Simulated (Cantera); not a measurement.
## Gas-phase reforming

An isothermal, constant-pressure homogeneous reactor starts with CH₄ : H₂O : H₂ = 1 : 0.34 : 0.32 (molar parts), at 1275 K and 3750 Torr.

Model: GRI-Mech 3.0 (53 species, 325 reactions), integrated in Cantera. GRI-Mech 3.0 stops at C3 and has no aromatics, soot or wall deposition, so with more carbon than oxygen in the feed, carbon stays in small species such as C2H2 where larger ones or solid carbon would form.

| t (s) | x CH₄ | x H₂O | x H₂ | x O | x CO | x CH₂CO | x HCO |
|---|---|---|---|---|---|---|---|
| 1.00e-6 | 0.602 | 0.205 | 0.193 | <1e-12 | <1e-12 | <1e-12 | <1e-12 |
| 3.72e-6 | 0.602 | 0.205 | 0.193 | <1e-12 | <1e-12 | <1e-12 | <1e-12 |
| 1.38e-5 | 0.602 | 0.205 | 0.193 | <1e-12 | <1e-12 | <1e-12 | <1e-12 |
| 5.14e-5 | 0.602 | 0.205 | 0.193 | <1e-12 | <1e-12 | <1e-12 | <1e-12 |
| 0.000191 | 0.602 | 0.205 | 0.193 | <1e-12 | <1e-12 | <1e-12 | <1e-12 |
| 0.000711 | 0.602 | 0.205 | 0.193 | <1e-12 | <1e-12 | <1e-12 | <1e-12 |
| 0.00265 | 0.602 | 0.205 | 0.193 | <1e-12 | 3.22e-11 | <1e-12 | <1e-12 |
| 0.00984 | 0.602 | 0.205 | 0.193 | <1e-12 | 8.04e-10 | <1e-12 | <1e-12 |
| 0.0366 | 0.602 | 0.205 | 0.193 | <1e-12 | 1.93e-8 | 2.00e-12 | <1e-12 |
| 0.136 | 0.601 | 0.205 | 0.193 | <1e-12 | 2.63e-7 | 2.64e-10 | <1e-12 |
| 0.506 | 0.598 | 0.204 | 0.196 | <1e-12 | 1.58e-6 | 9.37e-9 | <1e-12 |
| 1.88 | 0.587 | 0.203 | 0.204 | <1e-12 | 8.74e-6 | 7.82e-8 | <1e-12 |
| 7.00 | 0.557 | 0.201 | 0.225 | <1e-12 | 6.77e-5 | 2.62e-7 | <1e-12 |
x: mole fraction; the columns are a selection and need not sum to one.

Equilibrium at this temperature and pressure: CH₄ 0.280, H₂O 0.000257, H₂ 0.574, O <1e-12, CO 0.145, CH₂CO 1.60e-7, HCO 8.40e-10 (gas phase only).
